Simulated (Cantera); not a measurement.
Input: 1 mol SiH2Cl2, 0.1 mol NO, at 1425 °C and 0.150 Torr.

Equilibrium computed with Cantera from the NASA thermochemical tables; the gas is ideal and each condensed phase is pure. Candidate condensed phases: H2O, NH4Cl, Si, SiO2, Si2N2O, Si3N4; 47 gas species. The tables' values for SiCl, SiCl3 are old estimates; treat these amounts as uncertain. Rates play no part.

Base state: H2 0.363, SiCl2 0.361, HCl 0.191, SiO 0.0461, N2 0.0231, H 0.00617, Si 0.00329, Cl 0.00253 (mole fractions); condensed: Si(l).

Question: What changes in the equilibrium state with this change: temperature from 1425 °C to 1152 °C?

Answer: 
| species | before | after |
|---|---|---|
| H2 | 0.363 | 0.381 |
| SiCl2 | 0.361 | 0.368 |
| HCl | 0.191 | 0.215 |
| N2 | 0.0231 | 0.00123 |
| SiO | 0.0461 | 0.0257 |
| Si2 | 1.43e-5 | 5.86e-9 |
| Si | 0.00329 | 8.05e-6 |
| Si(l), mol | 0.101 | 0 |
| Si(s), mol | 0 | 0.0821 |
| Si2N2O(s), mol | 0 | 0.0475 |
Mutual solubility and eutectic melting of coexisting phases are not modelled. The tables' values for SiCl3, SiCl are old estimates; treat these amounts as uncertain.

Question: What changes in the equilibrium state with this change: temperature from 1425 °C to 1225 °C?

Answer: 
```
species          before     after
--------------  -------  --------
H2                0.363     0.366
SiCl2             0.361     0.360
HCl               0.191     0.203
H               0.00617  0.000735
N2               0.0231    0.0211
SiO              0.0461    0.0445
Si2             1.43e-5   6.33e-8
Si              0.00329   5.02e-5
SiH             4.36e-5   1.39e-6
SiCl4           9.48e-6  0.000164
Si(l), mol        0.101         0
Si(s), mol            0     0.117
Si2N2O(s), mol        0   0.00491
```
Mutual solubility and eutectic melting of coexisting phases are not modelled. The tables' values for SiCl3, SiCl are old estimates; treat these amounts as uncertain.
